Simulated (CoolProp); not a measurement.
Vapour-liquid equilibrium of carbon dioxide (1) + n-butane (2) at 258 K; x and y are mole fractions of (1).

The numbers come from the multi-fluid Helmholtz-energy mixture model, Span 1996 and Bücker 2006; pair parameters Kunz 2012 in CoolProp.

Question: Give the bubble pressure and the first vapour's composition at x = 0.05, 0.35, 0.75. Is there an azeotrope?

Answer: x = 0.05: 0.2652 MPa, y = 0.786; x = 0.35: 1.251 MPa, y = 0.954; x = 0.75: 1.821 MPa, y = 0.975. No azeotrope shows between x = 0.05 and 0.95.

Pair parameters are fitted to limited data, so mixtures are less certain than the pure fluids. With so large a gap from Raoult's law the liquid may split in two, which this calculation doesn't test in full.
